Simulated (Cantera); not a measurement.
An isothermal, constant-pressure homogeneous reactor starts with 47.6 % NO, 52.4 % N2, at 2125 K and 6600 Pa.

Computed with Cantera and GRI-Mech 3.0 (53 species, 325 reactions).

x: mole fraction; the columns are a selection and need not sum to one.

```
t (s)      x NO      x O2         x O   x N2     x N2O     x NO2
--------  -----  --------  ----------  -----  --------  --------
1.00e-5   0.476  1.72e-10  (withheld)  0.524   4.08e-7  2.91e-10
3.03e-5   0.476   1.59e-9  (withheld)  0.524   1.23e-6   2.64e-9
9.20e-5   0.476   1.47e-8  (withheld)  0.524   3.70e-6   2.33e-8
0.000279  0.476   1.37e-7  (withheld)  0.524   1.09e-5   1.88e-7
0.000847  0.476   1.34e-6  (withheld)  0.524   2.98e-5   1.25e-6
0.00257   0.476   1.46e-5  (withheld)  0.524   6.82e-5   6.03e-6
0.00779   0.475  0.000176  (withheld)  0.524  0.000101   1.92e-5
0.0236    0.472   0.00145  (withheld)  0.525   9.64e-5   3.10e-5
0.0717    0.462   0.00640  (withheld)  0.530   8.94e-5   3.87e-5
0.217     0.428    0.0230  (withheld)  0.547   7.22e-5   5.43e-5
0.659     0.319    0.0772  (withheld)  0.602   3.56e-5   7.01e-5
2.00      0.107     0.183  (withheld)  0.707   3.62e-6   3.63e-5
```

What belongs in the gaps?


- 1.00e-5, x O: 4.09e-7
- 3.03e-5, x O: 1.24e-6
- 9.20e-5, x O: 3.80e-6
- 0.000279, x O: 1.18e-5
- 0.000847, x O: 3.80e-5
- 0.00257, x O: 0.000132
- 0.00779, x O: 0.000426
- 0.0236, x O: 0.000754
- 0.0717, x O: 0.000901
- 0.217, x O: 0.00122
- 0.659, x O: 0.00191
- 2.00, x O: 0.00279
